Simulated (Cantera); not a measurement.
Feed: 1 mol B2O3, 0.32 mol O2, 19 mol N2, held at 2175 K and 0.890 bar.

Cantera equilibrium calculation (NASA polynomials, part measured and part estimated; ideal gas, pure solids and liquids). Candidate condensed phases: B, BN, B2O3; 17 gas species. Equilibrium is a limit: real reactors are often held back by kinetics, nucleation or transport.

Base state: N2 0.932, B2O3 0.0466, O2 0.0127, BO2 0.00514, NO 0.00319, O 0.000275, BO 3.50e-5 (mole fractions); condensed: gas only.

Question: What changes in the equilibrium state with this change: pressure from 0.890 bar to 0.00530 bar?

Answer: 
```json
[
 {"species": "N2", "before": "0.932", "after": "0.927"},
 {"species": "B2O3", "before": "0.0466", "after": "0.0401"},
 {"species": "BO2", "before": "0.00514", "after": "0.0159"},
 {"species": "O2", "before": "0.0127", "after": "0.00922"},
 {"species": "BO", "before": "3.50e-5", "after": "0.00164"},
 {"species": "O", "before": "0.000275", "after": "0.00304"},
 {"species": "NO", "before": "0.00319", "after": "0.00271"}
]
```
